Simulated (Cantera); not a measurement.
Gas mixture: 100 % O₂, at 390000 Pa, frozen composition.

Cantera's kinetic-theory transport with the Lennard-Jones parameters of GRI-Mech 3.0, ideal gas; thermal conductivity in the multicomponent form.

D: mixture-averaged diffusion coefficient of that species in the mixture.

```
T (K)  ρ (kg/m³)  cp (J/kg/K)  μ (µPa s)  λ (mW/m/K)     Pr  D (cm²/s) O  D (cm²/s) OH  D (cm²/s) H₂
-----  ---------  -----------  ---------  ----------  -----  -----------  ------------  ------------
400         3.75        941.4       25.6        33.9  0.712        0.141         0.138    (withheld)
500         3.00        971.4       30.0        41.1  0.711        0.207         0.203    (withheld)
600         2.50         1003       34.1        48.1  0.710        0.282         0.276    (withheld)
700         2.14         1031       37.8        54.9  0.710        0.365         0.358    (withheld)
800         1.88         1055       41.4        61.5  0.710        0.456         0.447    (withheld)
900         1.67         1074       44.7        67.7  0.709        0.556         0.544    (withheld)
```

### Question
Fill in the missing entries.

### Answer

- 400, D (cm²/s) H₂: 0.342
- 500, D (cm²/s) H₂: 0.498
- 600, D (cm²/s) H₂: 0.676
- 700, D (cm²/s) H₂: 0.874
- 800, D (cm²/s) H₂: 1.09
- 900, D (cm²/s) H₂: 1.33
